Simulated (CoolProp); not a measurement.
A single-stage vapour-compression cycle with cis-2-butene: evaporating at 249.15 K (dew point), condensing at 318.15 K (bubble point), superheat 2 K, subcooling 2 K, compressor efficiency 0.7, no pressure losses. Each further row changes one setting.

Model: reference Helmholtz-energy equation of state, Lemmon 2005, in CoolProp. It is a short technical equation, of lower accuracy than the large ones.

| case | cooling COP | pressure ratio | discharge temperature (K) | refrigerating effect (kJ/kg) | volumetric capacity (kJ/m³) |
|---|---|---|---|---|---|
| as stated | 1.97 | 12.7 | 359.3 | 296 | 248 |
| evaporating temperature 254.15 K | 2.22 | 10.0 | 354.8 | 302 | 316 |
| condensing temperature 313.15 K | 2.18 | 11.0 | 353.2 | 307 | 258 |
| subcooling 7 K | 2.05 | 12.7 | 359.3 | 307 | 258 |
| superheat 12 K | 1.98 | 12.7 | 370.1 | 309 | 248 |
| compressor efficiency 0.6 | 1.69 | 12.7 | 373.3 | 296 | 248 |
